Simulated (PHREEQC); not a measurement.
Consider water at 47 °C with 0.0069 mol/kgw K2CO3, 0.00023 mol/kgw Na2SO4 and 4.5e-05 mol/kgw MgCl2. Closed to the air; pH follows from the charge balance.

Equilibrium calculation in PHREEQC: ion-association model, phreeqc.dat.

Problem. The ionic strength comes out as 0.0196 mol/kgw. What activity coefficients do Na+, CO3-2, K+, Mg+2, HCO3- get?

Solution. Na+ 0.87, CO3-2 0.58, K+ 0.86, Mg+2 0.58, HCO3- 0.87.

Precipitation was switched off in this run. At this temperature some constants are extrapolated from 25 °C, and those without enthalpy data are left unchanged.
